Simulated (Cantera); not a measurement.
A Cantera script and its output.

```python
import numpy as np
import cantera as ct

gas = ct.Solution("gri30.yaml")
gas.TPX = 1698, 7200, {'C2H6': 1, 'N2': 1.3, 'H2O': 0.15}
reactor = ct.IdealGasConstPressureReactor(gas, energy="off", clone=False)
net = ct.ReactorNet([reactor])
net.rtol, net.atol = 1e-08, 1e-18
show = ['C2H6', 'H2', 'HCN', 'C2H', 'H', 'CH3']
times = np.geomspace(5e-06, 3, 15)

steps = ct.SolutionArray(gas, extra=["t"])
rows = []
print(f"{'t/s':>10s}{'T/K':>9s}{'P/Pa':>11s}" + "".join(f"{s:>11s}" for s in show))
for t in times:
    while net.time < t:
        t_next = net.step()
        steps.append(gas.state, t=t_next)
    rows.append([np.interp(t, steps.t, y) for y in (steps.T, steps.P, *steps(*show).X.T)])
    print(f"{t:10.3e}{rows[-1][0]:9.1f}{rows[-1][1]:11.4g}" + "".join(f"{x:11.3e}" for x in rows[-1][2:]))
rate = np.gradient(steps.T, steps.t)
print("integrator steps:", len(steps.t))
if steps.T.max() > steps.T[0] + 200:
    print(f"time of steepest temperature rise: {steps.t[rate.argmax()]:.4e} s")
gas.TPX = 1698, 7200, {'C2H6': 1, 'N2': 1.3, 'H2O': 0.15}
gas.equilibrate("TP")
print(f"equilibrium (TP): T = {gas.T:.1f} K  " + "  ".join(f"{s} {gas[s].X[0]:.3e}" for s in show))
```

It prints:

```
       t/s      T/K       P/Pa       C2H6         H2        HCN        C2H          H        CH3
 5.000e-06   1698.0       7200  3.976e-01  3.509e-04  2.170e-11  1.392e-13  6.081e-05  1.228e-02
 1.293e-05   1698.0       7200  3.739e-01  5.326e-03  4.819e-09  2.122e-10  3.335e-04  2.610e-02
 3.345e-05   1698.0       7200  2.875e-01  3.979e-02  8.182e-08  5.200e-08  8.313e-04  4.552e-02
 8.653e-05   1698.0       7200  1.250e-01  1.229e-01  2.683e-07  7.786e-07  1.279e-03  4.481e-02
 2.238e-04   1698.0       7200  1.788e-02  2.110e-01  4.584e-07  2.350e-06  1.324e-03  1.903e-02
 5.789e-04   1698.0       7200  1.277e-03  2.711e-01  5.216e-07  1.580e-06  6.183e-04  5.392e-03
 1.497e-03   1698.0       7200  1.910e-04  3.028e-01  5.204e-07  8.150e-07  2.820e-04  2.108e-03
 3.873e-03   1698.0       7200  6.734e-05  3.235e-01  5.130e-07  5.682e-07  1.849e-04  1.246e-03
 1.002e-02   1698.0       7200  5.510e-05  3.390e-01  5.119e-07  5.998e-07  1.908e-04  1.151e-03
 2.591e-02   1698.0       7200  4.534e-05  3.556e-01  5.291e-07  6.589e-07  2.138e-04  1.061e-03
 6.702e-02   1698.0       7200  2.555e-05  3.825e-01  5.783e-07  7.163e-07  2.419e-04  8.113e-04
 1.734e-01   1698.0       7200  9.188e-06  4.146e-01  6.960e-07  8.130e-07  2.882e-04  5.020e-04
 4.484e-01   1698.0       7200  2.317e-06  4.401e-01  9.272e-07  9.095e-07  3.392e-04  2.605e-04
 1.160e+00   1698.0       7200  7.238e-07  4.581e-01  1.303e-06  9.183e-07  3.644e-04  1.471e-04
 3.000e+00   1698.0       7200  2.385e-07  4.731e-01  1.874e-06  8.793e-07  3.718e-04  8.332e-05
integrator steps: 1496
equilibrium (TP): T = 1698.0 K  C2H6 1.992e-08  H2 4.821e-01  HCN 1.061e-01  C2H 6.369e-07  H 3.768e-04  CH3 1.891e-05
```

Cantera simulation using GRI-Mech 3.0 (53 species, 325 reactions); the numbers are that mechanism's predictions, not measurements. GRI-Mech 3.0 stops at C3 and has no aromatics, soot or wall deposition, so with more carbon than oxygen in the feed, carbon stays in small species such as C2H2 where larger ones or solid carbon would form.
